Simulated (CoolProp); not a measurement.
Model: reference Helmholtz-energy equation of state, Thol 2017, in CoolProp.

**Question.** Give the vapour pressure (MPa), liquid density (kg/m³), enthalpy of vaporisation (kJ/kg), vapour Z of saturated octamethyltrisiloxane (MDM) at 466.9, 477.3, 498 K.

**Answer.** 
| T (K) | p (MPa) | liquid density (kg/m³) | enthalpy of vaporisation (kJ/kg) | vapour Z |
|---|---|---|---|---|
| 466.9 | 0.266 | 619 | 132 | 0.851 |
| 477.3 | 0.328 | 603 | 126 | 0.826 |
| 498 | 0.486 | 568 | 113 | 0.767 |
